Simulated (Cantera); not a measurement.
## N2O furnace oxynitridation

An isothermal, constant-pressure homogeneous reactor starts with 98.7 % N2O, 1.28 % H2O, at 1200 K and 750 Torr.

Computed with Cantera and GRI-Mech 3.0 (53 species, 325 reactions). GRI-Mech 3.0 was tuned for natural gas; its chemistry of N2O as a main component is partial and can be far from experiment. The mechanism lacks the step 2 NO + O2 → 2 NO2, which can matter for NO2 below about 1400 K. The temperature is held fixed by assumption; the heat of reaction is taken as removed at once.

| t (s) | x N2O | x H2O | x H | x NO2 | x H2 | x OH | x HO2 |
|---|---|---|---|---|---|---|---|
| 5.00e-6 | 0.987 | 0.0128 | <1e-12 | <1e-12 | <1e-12 | 1.24e-8 | 6.38e-11 |
| 2.13e-5 | 0.987 | 0.0128 | 1.59e-11 | 7.44e-12 | <1e-12 | 1.17e-7 | 2.95e-9 |
| 9.10e-5 | 0.987 | 0.0128 | 8.92e-11 | 4.33e-10 | 3.05e-11 | 5.81e-7 | 7.32e-8 |
| 0.000388 | 0.987 | 0.0128 | 3.45e-10 | 6.95e-8 | 1.11e-9 | 1.83e-6 | 9.89e-7 |
| 0.00166 | 0.986 | 0.0128 | 8.64e-10 | 5.32e-6 | 1.20e-8 | 4.26e-6 | 3.04e-6 |
| 0.00707 | 0.981 | 0.0128 | 1.08e-9 | 6.13e-5 | 3.25e-8 | 6.72e-6 | 1.89e-6 |
| 0.0302 | 0.960 | 0.0127 | 1.10e-9 | 0.000251 | 1.91e-8 | 8.91e-6 | 9.53e-7 |
| 0.129 | 0.879 | 0.0124 | 1.06e-9 | 0.000442 | 1.10e-8 | 1.06e-5 | 3.53e-7 |
| 0.549 | 0.628 | 0.0113 | 9.12e-10 | 0.000557 | 8.15e-9 | 1.04e-5 | 1.07e-7 |
| 2.34 | 0.213 | 0.00951 | 4.37e-10 | 0.000616 | 4.52e-9 | 7.41e-6 | 3.38e-8 |
| 10.0 | 0.0117 | 0.00864 | 2.09e-11 | 0.000629 | 6.22e-10 | 2.33e-6 | 8.76e-9 |
x: mole fraction; the columns are a selection and need not sum to one.

Equilibrium at this temperature and pressure: N2O 1.45e-8, H2O 0.00859, H 2.75e-12, NO2 4.77e-6, H2 1.91e-10, OH 9.86e-7, HO2 5.52e-9 (gas phase only).
